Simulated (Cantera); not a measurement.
**Equilibrium for carbothermic reduction: MgO + CO + H2**

Input: 1 mol MgO, 0.75 mol CO, 0.49 mol H2, at 0.190 bar.

Method: chemical equilibrium by Gibbs-energy minimisation in Cantera with the NASA 1993 tables (ideal gas, pure condensed phases). Candidate condensed phases: C, C6H6, C7H8, C8H18, H2O, Mg, MgCO3, MgO, Mg(OH)2; 116 gas species. The tables' values for MgH are old estimates; treat these amounts as uncertain. Equilibrium is a limit: real reactors are often held back by kinetics, nucleation or transport.

| T (K) | log p CO | log p H2 | log p Mg | log p H2O | log p H | n C(graphite) | n MgO(s) |
|---|---|---|---|---|---|---|---|
| 1348 | -0.94 | -1.12 | -7.73 | -4.30 | -6.20 | 0.000369 | 1.00 |
| 1423 | -0.94 | -1.12 | -6.46 | -4.57 | -5.74 | 0.000145 | 1.000 |
| 1498 | -0.94 | -1.12 | -5.32 | -4.82 | -5.33 | 0 | 1.000 |
| 1573 | -0.94 | -1.12 | -4.62 | -4.72 | -4.95 | 0 | 1.000 |
| 1648 | -0.94 | -1.12 | -4.23 | -4.39 | -4.61 | 0 | 1.000 |
| 1723 | -0.94 | -1.13 | -3.90 | -4.05 | -4.30 | 0 | 0.999 |
| 1798 | -0.94 | -1.13 | -3.60 | -3.74 | -4.02 | 0 | 0.998 |
| 1873 | -0.94 | -1.13 | -3.33 | -3.46 | -3.75 | 0 | 0.997 |
| 1948 | -0.94 | -1.13 | -3.08 | -3.21 | -3.51 | 0 | 0.994 |
| 2023 | -0.94 | -1.14 | -2.84 | -2.97 | -3.29 | 0 | 0.991 |
| 2098 | -0.95 | -1.14 | -2.63 | -2.75 | -3.08 | 0 | 0.984 |
| 2173 | -0.95 | -1.16 | -2.44 | -2.55 | -2.89 | 0 | 0.975 |
| 2248 | -0.96 | -1.17 | -2.26 | -2.37 | -2.72 | 0 | 0.962 |
| 2323 | -0.97 | -1.20 | -2.09 | -2.21 | -2.56 | 0 | 0.944 |
log p: log10 of the partial pressure in bar; n: condensed amount in mol.

From 1348 K to 1423 K the condensed part is C(graphite) + MgO(s). From 1498 K to 2323 K the condensed part is MgO(s). The main Mg-bearing gas is Mg throughout.
